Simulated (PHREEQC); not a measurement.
A PHREEQC input (ion-association model, wateq4f.dat):

```
SOLUTION 1
  temp 70
  units mg/L
  pH 6.16
  pe 11.9
  Na 0.0692
  K 0.0041
  Ca 0.106
  Mg 0.0193
  Cl 0.0562
  S(6) 0.317 as SO4
  Alkalinity 0.118 as HCO3
  Cd 0.00105
  Zn 0.000705
  Br 0.000574
  Ni 0.000767
END
USE solution 9
EQUILIBRIUM_PHASES 1
  Gypsum 0 0
  CO2(g) -3.4 10
END
```

It stops with these messages:

```
ERROR: Solution 9 not found.
```

The fault: USE names a solution that was never defined. The line should read `USE solution 1` where the input has `USE solution 9`. With the mend the run ends at pH 6.00 and ionic strength 1.79e-5 mol/kgw.
